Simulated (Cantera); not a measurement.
Cantera with NASA thermochemical tables; ideal gases at 1 bar, condensed phases pure. Values are per mole of reaction as written; species without (g) are pure solids or liquids, kept so even where they would boil at 1 bar.

Question: Between 2073 and 2523 K, where is each reaction favourable under standard conditions?
- F2(g) + Ca(g) = CaF2

Answer: 
- F2(g) + Ca(g) = CaF2: ΔG° is -873 kJ at 2073 K and -781 kJ at 2523 K; it stays negative (K > 1). ΔH° is -1285 kJ and ΔS° -200 J/K at 2523 K.
